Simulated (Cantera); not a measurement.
Input: 1 mol Si, 1.1 mol Cl2, 15 mol H2, equilibrated at 677 °C and 0.100 bar.

Method: chemical equilibrium by Gibbs-energy minimisation in Cantera with the NASA 1993 tables (ideal gas, pure condensed phases). Candidate condensed phases: Si; 19 gas species. The tables' values for SiCl3 are old estimates; treat these amounts as uncertain. Equilibrium is a limit: real reactors are often held back by kinetics, nucleation or transport.

Base state: H2 0.954, SiCl4 0.0241, SiHCl3 0.0112, HCl 0.00942, SiH2Cl2 0.000528, SiCl3 0.000320, SiCl2 0.000142 (mole fractions); condensed: Si(s).

Q: What changes in the equilibrium state with this change: temperature from 677 °C to 1175 °C?

A: 
```json
[
 {"species": "H2", "before": "0.954", "after": "0.893"},
 {"species": "HCl", "before": "0.00942", "after": "0.0806"},
 {"species": "SiCl2", "before": "0.000142", "after": "0.0224"},
 {"species": "SiCl4", "before": "0.0241", "after": "0.000741"},
 {"species": "SiHCl3", "before": "0.0112", "after": "0.000703"},
 {"species": "H", "before": "1.72e-9", "after": "2.76e-5"},
 {"species": "SiCl3", "before": "0.000320", "after": "0.00212"},
 {"species": "SiH2Cl2", "before": "0.000528", "after": "0.000103"},
 {"species": "Si(s), mol", "before": "0.437", "after": "0.582"}
]
```
